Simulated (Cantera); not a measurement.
An isothermal, constant-pressure homogeneous reactor starts with H2 : O2 : N2 = 0.36 : 1 : 0.32 (molar parts), equivalence ratio 0.18, at 1300 K and 0.00210 bar.

Model: the H2/O2 subset of GRI-Mech 3.0, which has no nitrogen chemistry, integrated in Cantera. Radical loss at walls, strong at low pressure, is not modelled. The temperature is held fixed by assumption; the heat of reaction is taken as removed at once.

x: mole fraction; the columns are a selection and need not sum to one.

```
t (s)         x H2   x O2       x O       x H      x OH
--------  --------  -----  --------  --------  --------
3.00e-6      0.214  0.595  1.62e-12  3.15e-10  1.61e-12
2.25e-5      0.214  0.595  8.69e-11   2.30e-9  8.40e-11
0.000169     0.214  0.595   3.87e-9   1.63e-8   3.18e-9
0.00127      0.214  0.595   3.71e-7   7.17e-7   2.55e-7
0.00949     0.0129  0.473    0.0761    0.0785    0.0130
0.0711      0.0120  0.478    0.0714         ?    0.0126
0.533            ?  0.508         ?         ?         ?
4.00      0.000414  0.544   0.00192  0.000331   0.00249
30.0       1.00e-5  0.546   4.64e-5   1.24e-6  0.000389
```

### Question
What belongs in the gaps?

### Answer

- 0.0711, x H: 0.0707
- 0.533, x H2: 0.00775
- 0.533, x O: 0.0401
- 0.533, x H: 0.0309
- 0.533, x OH: 0.0104
